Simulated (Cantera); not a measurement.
A perfectly stirred reactor is fed with CH4 : O2 : N2 : H2O = 1 : 4.76 : 17.9 : 1.4 (molar parts), equivalence ratio 0.42, at 1500 Torr; it is adiabatic with a 573 K inlet, and is followed from long to short residence time, starting on the burning branch (τ in s: 0.14, 0.06, 0.026, 0.012, 0.0051, 0.0022, 0.00098, 0.00043, 0.00019, 8.4e-05).

Detailed kinetics in Cantera: GRI-Mech 3.0 (53 species, 325 reactions).

Question: Predict: blow-out, bracketed by the residence times tried; x(CH4) at τ = 0.140 s; x(O2) at τ = 0.140 s; x(H2O) at τ = 0.140 s; x(C2H4) at τ = 0.140 s; x(CO) at τ = 0.140 s; x(CH4) at τ = 2.20 ms; x(O2) at τ = 2.20 ms; x(H2O) at τ = 2.20 ms; x(C2H4) at τ = 2.20 ms; x(CO) at τ = 2.20 ms.

Answer: 
- blow-out, bracketed by the residence times tried: burning at 2.20 ms, out at 0.980 ms
- x(CH4) at τ = 0.140 s: 2.16e-5
- x(O2) at τ = 0.140 s: 0.110
- x(H2O) at τ = 0.140 s: 0.135
- x(C2H4) at τ = 0.140 s: 3.63e-8
- x(CO) at τ = 0.140 s: 0.000201
- x(CH4) at τ = 2.20 ms: 0.000772
- x(O2) at τ = 2.20 ms: 0.115
- x(H2O) at τ = 2.20 ms: 0.133
- x(C2H4) at τ = 2.20 ms: 6.14e-6
- x(CO) at τ = 2.20 ms: 0.00698
